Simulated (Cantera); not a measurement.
A closed system holds: 1 mol B, a varied amount of O2, 7.2 mol H2, equilibrated at 1000 Pa.

These are equilibrium values from Cantera (NASA tables, ideal gas, pure condensed phases), not measurements of a reactor. Candidate condensed phases: B, B2O3, B3O3H3, H2O; 23 gas species. Mutual solubility and eutectic melting of coexisting phases are not modelled. Kinetics and transport are ignored.

Stable condensed phases, one row left out:

```
T in °C \ n(O2) in mol
         0.093  0.14  0.21  0.31  0.45  0.67     1   1.5   2.2   3.3   4.9
   1450      A     A     A     A     A     B     B     B     B     B     B
   1350      A     A     A     A     A     C     B     B     B     B     B
   1150      D     D     D     D     D     D     C     C     C     C     C
   1050      D     D     D     D     D     D     C     C     C     C     C
    950      D     D     D     D     D     D     C     C     C     C     C
    850      D     D     D     D     D     D     C     C     C     C     C
    750      D     D     D     D     D     D     C     C     C     C     C
    650      D     D     D     D     D     D     C     C     C     C     C
```

A: B; B: gas only; C: B2O3; D: B + B2O3.

Q: Give the row for 1250 °C.

A: 0.093: B; 0.14: B; 0.21: B; 0.31: B; 0.45: B + B2O3; 0.67: B2O3; 1: B2O3; 1.5: B2O3; 2.2: gas only; 3.3: gas only; 4.9: gas only.
